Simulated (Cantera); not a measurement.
## Premixed flame

A freely propagating, adiabatic, planar premixed flame of H2 : O2 : N2 = 1 : 0.333 : 1.25 (molar parts), equivalence ratio 1.5, unburnt at 350 K and 910000 Pa; mixture-averaged transport, grid criteria slope 0.08 and curve 0.16, no radiation.

Model: the H2/O2 subset of GRI-Mech 3.0, which has no nitrogen chemistry, integrated in Cantera. The hydrogen kinetics of GRI-Mech 3.0 are dated; newer H2 mechanisms differ, most at raised pressure. Burning velocities carry a grid error of a few per cent, more on coarse grids.

```
z (mm)    T (K)  u (m/s)   x H2      x O2    x H2O       x O     x HO2      x H
--------  -----  -------  -----  --------  -------  --------  --------  -------
-0.0676     350     3.37  0.387     0.129  1.33e-8     <1e-8     <1e-8    <1e-8
-0.0451     350     3.37  0.387     0.129  2.08e-7     <1e-8     <1e-8    <1e-8
-0.0338     351     3.37  0.386     0.129  3.20e-6     <1e-8   1.61e-7    <1e-8
-0.0225     355     3.40  0.383     0.130  6.07e-5   9.27e-8   3.62e-6    <1e-8
-0.0113     471     4.34  0.354     0.133  0.00576   7.14e-6  0.000551  6.16e-6
-0.00563    853     7.56  0.306     0.122   0.0437  0.000203   0.00146  0.00171
0          1313     11.4  0.244    0.0899    0.116   0.00126  0.000672   0.0111
0.00563    1633     14.0  0.189    0.0515    0.189   0.00235  0.000320   0.0233
0.0113     1817     15.5  0.155    0.0252    0.237   0.00230  0.000145   0.0305
0.0225     1987     16.9  0.133   0.00589    0.274   0.00150   3.12e-5   0.0312
0.0451     2111     17.8  0.132   0.00109    0.286  0.000789   6.19e-6   0.0233
0.0901     2201     18.5  0.135  0.000358    0.291  0.000333   2.16e-6   0.0146
0.180      2260     18.9  0.138  0.000124    0.294  0.000114   6.91e-7  0.00837
```
x: mole fraction of selected species; z is measured from the peak of heat release.

| Quantity | Result |
|---|---|
| laminar burning velocity | 337 cm/s |
| thermal thickness | 0.0225 mm |
| peak x(O) | 0.00244 |
| peak x(HO2) | 0.00161 |
| peak x(H) | 0.0322 |
| grid points | 112 |
